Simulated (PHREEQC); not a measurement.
PHREEQC input (ion-association model, wateq4f.dat):

```
SOLUTION_SPECIES
  2 NO3- + 12 H+ + 10 e- = N2 + 6 H2O  # shut off: nitrate stays nitrate
    -log_k -100
    -delta_h 0
    -analytic -100
SOLUTION 1
  temp 35
  units mmol/kgw
  pH 7 charge
  S(6) 8.95
  Zn 8.8
  Cl 6.23
  Ni 2.9
  Na 0.43
SOLUTION 2
  temp 35
  units mmol/kgw
  pH 7 charge
  Cl 5.2
  Cs 5.2
  N(5) 28
  Zn 14
  Li 0.058
END
SELECTED_OUTPUT 1
  -reset false
  -pH true
  -pe true
  -ionic_strength true
  -water true
  -totals Cl Cs Li N Na Ni S Zn N(5) N(3)
    N(0) N(-3) S(-2) S(6)
  -molalities H+ Cl- Cs+ Li+ NO3- Na+ Ni+2 SO4-2 Zn+2 NH3
    NaSO4- HSO4- H2S HS- S-2 O2 LiSO4- NH4+ NH4SO4- OH-
    ZnCl+ ZnCl2 ZnCl3- ZnCl4-2 ZnOH+ Zn(OH)2 Zn(OH)3- Zn(OH)4-2 ZnOHCl Zn(HS)2
    Zn(HS)3- ZnSO4 Zn(SO4)2-2 NO2- NiCl+ NiOH+ Ni(OH)2 Ni(OH)3- NiSO4 NiCl2
    Ni(SO4)2-2
  -equilibrium_phases Zn(OH)2-e Zn4(OH)6SO4 Zn5(OH)8Cl2 Ni(OH)2 Ni4(OH)6SO4 Halite Mirabilite Goslarite Morenosite
PRINT
  -reset false
MIX 1
  1 1
  2 0
EQUILIBRIUM_PHASES 1
  Zn(OH)2-e 0 0
  Zn4(OH)6SO4 0 0
  Zn5(OH)8Cl2 0 0
  Ni(OH)2 0 0
  Ni4(OH)6SO4 0 0
  Halite 0 0
  Mirabilite 0 0
  Goslarite 0 0
  Morenosite 0 0
  O2(g) -0.68 10
END
# ... the last block is repeated for the other 10 points of share of solution B
```

Selected output (columns that matter, 11 of 11 rows; share of solution B added in front):

```
share of solution B	pH	mu	Cl	Cs	Li	N	Na	Ni	S	Zn	m_H+	m_Cl-	m_Cs+	m_Li+
0	3.7174	0.031695	0.00623	0	0	0	0.00043	0.0029	0.00895	0.0088	0.0002203	0.0061281	0	0
0.1	3.7594	0.032929	0.006127	0.00052	5.8e-06	0.0028	0.000387	0.00261	0.008055	0.00932	0.00020038	0.0060208	0.00052	5.736e-06
0.2	3.8095	0.034235	0.006024	0.00104	1.16e-05	0.0056	0.000344	0.00232	0.00716	0.00984	0.00017886	0.0059135	0.00104	1.1489e-05
0.3	3.8705	0.035609	0.005921	0.00156	1.74e-05	0.0084	0.000301	0.00203	0.006265	0.01036	0.00015569	0.0058064	0.00156	1.7257e-05
0.4	3.9469	0.037049	0.005818	0.00208	2.32e-05	0.0112	0.000258	0.00174	0.00537	0.01088	0.00013082	0.0056993	0.00208	2.3039e-05
0.5	4.0466	0.038552	0.005715	0.0026	2.9e-05	0.014	0.000215	0.00145	0.004475	0.0114	0.00010419	0.0055923	0.0026	2.8836e-05
0.6	4.1858	0.040115	0.005612	0.00312	3.48e-05	0.0168	0.000172	0.00116	0.00358	0.01192	7.5756e-05	0.0054854	0.00312	3.4646e-05
0.7	4.4076	0.041736	0.005509	0.00364	4.06e-05	0.0196	0.000129	0.00087	0.002685	0.01244	4.5539e-05	0.0053787	0.00364	4.0467e-05
0.8	4.9155	0.043411	0.005406	0.00416	4.64e-05	0.0224	8.6e-05	0.00058	0.00179	0.01296	1.4167e-05	0.0052721	0.00416	4.6301e-05
0.9	6.0938	0.045118	0.005303	0.00468	5.22e-05	0.0252	4.3e-05	0.00029	0.000895	0.01348	9.4158e-07	0.0051649	0.00468	5.2145e-05
1	6.4658	0.04686	0.0052	0.0052	5.8e-05	0.028	0	0	0	0.014	4.0049e-07	0.0050574	0.0052	5.8e-05
```
